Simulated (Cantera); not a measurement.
Input (Python, Cantera):

```python
import numpy as np
import cantera as ct

surf = ct.Interface("ptcombust.yaml", "Pt_surf")
gas = surf.adjacent["gas"]
gas.TPX = 300, 3000, {'CH4': 0.035, 'O2': 0.064, 'N2': 0.79}
jet = ct.ImpingingJet(gas=gas, width=0.071, surface=surf)
jet.inlet.mdot, jet.inlet.T, jet.inlet.X = 0.18, 300, {'CH4': 0.035, 'O2': 0.064, 'N2': 0.79}
jet.set_refine_criteria(ratio=10, slope=0.2, curve=0.3)
show, cover = ['CH4', 'O2', 'H2O', 'OH', 'CO', 'CO2'], ["PT(S)", "H(S)", "O(S)", "OH(S)", "CO(S)", "C(S)"]

rows = []
print(f"{'Ts/K':>7s}" + "".join(f"{s:>11s}" for s in show + cover) + "   (gas at the wall, coverages)")
for i, Ts in enumerate([900, 950, 1000, 1050, 1100, 1150, 1200, 1250]):
    jet.surface.T = Ts
    if i == 0:
        surf.TP = Ts, 3000
        surf.coverages = "PT(S):0.5, O(S):0.5"
        surf.advance_coverages(1.0)
        jet.set_initial_guess(products="inlet")
    jet.solve(loglevel=0, auto=(i == 0))
    rows.append([*(jet.X[gas.species_index(s), -1] for s in show), *surf[cover].coverages])
    print(f"{Ts:7g}" + "".join(f"{x:11.3e}" for x in rows[-1]))
```

It prints:

```
   Ts/K        CH4         O2        H2O         OH         CO        CO2      PT(S)       H(S)       O(S)      OH(S)      CO(S)       C(S)   (gas at the wall, coverages)
    900  2.963e-02  5.121e-02  1.825e-02  3.565e-08  1.489e-05  1.198e-02  3.129e-01  8.135e-08  6.864e-01  7.294e-04  1.498e-05  5.332e-08
    950  2.484e-02  4.104e-02  2.712e-02  1.168e-07  1.821e-05  1.785e-02  4.073e-01  2.112e-07  5.919e-01  7.681e-04  1.242e-05  5.948e-08
   1000  2.033e-02  3.148e-02  3.543e-02  3.176e-07  2.180e-05  2.339e-02  5.062e-01  4.751e-07  4.931e-01  7.430e-04  1.009e-05  6.309e-08
   1050  1.659e-02  2.359e-02  4.226e-02  7.498e-07  2.643e-05  2.795e-02  6.048e-01  9.589e-07  3.945e-01  6.716e-04  8.288e-06  6.600e-08
   1100  1.370e-02  1.752e-02  4.749e-02  1.555e-06  3.348e-05  3.145e-02  7.000e-01  1.804e-06  2.994e-01  5.734e-04  7.141e-06  7.086e-08
   1150  1.164e-02  1.318e-02  5.120e-02  2.880e-06  4.545e-05  3.393e-02  7.858e-01  3.213e-06  2.138e-01  4.644e-04  6.573e-06  7.973e-08
   1200  1.021e-02  1.023e-02  5.371e-02  4.796e-06  6.789e-05  3.561e-02  8.586e-01  5.563e-06  1.410e-01  3.562e-04  6.641e-06  9.689e-08
   1250  9.339e-03  8.459e-03  5.521e-02  7.294e-06  1.116e-04  3.657e-02  9.131e-01  9.358e-06  8.661e-02  2.602e-04  7.314e-06  1.265e-07
```

Computed with Cantera and Deutschmann's 1995 Pt surface mechanism with GRI-Mech 3.0 gas chemistry. Catalytic surfaces can have several steady states; this one follows from the mechanism file's or the stated starting coverage.
